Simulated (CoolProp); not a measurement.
Properties of benzene along the isotherm 474.3 K (Tc = 562.0 K, pc = 4.906 MPa, ω = 0.211).

Values from CoolProp's reference Helmholtz-energy equation of state, Thol 2012.

```
p (MPa)   phase  cp (kJ/(kg K))  speed of sound (m/s)  expansivity (1/kK)  Prandtl number  fugacity coefficient
-------  ------  --------------  --------------------  ------------------  --------------  --------------------
3.77     liquid           2.383                 590.0               2.351            3.19                0.3422
7.55     liquid           2.328                 643.4               2.043            3.20                0.1910
11.3     liquid           2.291                 688.5               1.835            3.22                0.1422
15.1     liquid           2.264                     …               1.680            3.25                0.1186
18.9     liquid           2.243                 765.2               1.560            3.28                0.1054
22.6     liquid           2.227                     …               1.466            3.31               0.09770
26.4     liquid           2.213                 828.4               1.385            3.35               0.09284
30.2     liquid           2.202                     …               1.317            3.38               0.09000
34       liquid           2.192                 884.1               1.258            3.42               0.08856
37.7     liquid           2.184                 909.0               1.208            3.45               0.08817
41.5     liquid           2.177                 933.3               1.163            3.49               0.08860
45.3     liquid           2.170                 956.5                   …            3.52               0.08971
49.1     liquid           2.165                 978.7               1.085            3.56               0.09141
```

Question: Fill in the missing entries.

Answer: 
- 15.1, speed of sound (m/s): 728.9
- 22.6, speed of sound (m/s): 797.6
- 30.2, speed of sound (m/s): 857.1
- 45.3, expansivity (1/kK): 1.122

Viscosity comes from a separate model (Avgeri 2014). Thermal conductivity comes from a separate model (Assael 2012).
